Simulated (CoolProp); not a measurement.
A single-stage vapour-compression cycle with R22: evaporating at 235.15 K (dew point), condensing at 261.15 K (bubble point), superheat 2 K, subcooling 2 K, compressor efficiency 0.8, no pressure losses. Each further row changes one setting.

Model: reference Helmholtz-energy equation of state, Kamei 1995, in CoolProp.

```
case                              cooling COP  pressure ratio  discharge temperature (K)  refrigerating effect (kJ/kg)  volumetric capacity (kJ/m³)
--------------------------------  -----------  --------------  -------------------------  ----------------------------  ---------------------------
as stated                                   …            2.86                      291.8                           206                         1090
evaporating temperature 240.15 K            …               …                      285.5                             …                         1350
condensing temperature 256.15 K             …            2.38                          …                           212                         1120
subcooling 7 K                           6.79            2.86                      291.8                           212                         1120
superheat 12 K                           6.50            2.86                          …                           213                         1070
compressor efficiency 0.7                   …            2.86                      298.3                           206                         1090
```

Task: Complete the blanks.

Result: 
- as stated, cooling COP: 6.61
- evaporating temperature 240.15 K, cooling COP: 8.51
- evaporating temperature 240.15 K, pressure ratio: 2.29
- evaporating temperature 240.15 K, refrigerating effect (kJ/kg): 209
- condensing temperature 256.15 K, cooling COP: 8.34
- condensing temperature 256.15 K, discharge temperature (K): 282.0
- superheat 12 K, discharge temperature (K): 302.8
- compressor efficiency 0.7, cooling COP: 5.78
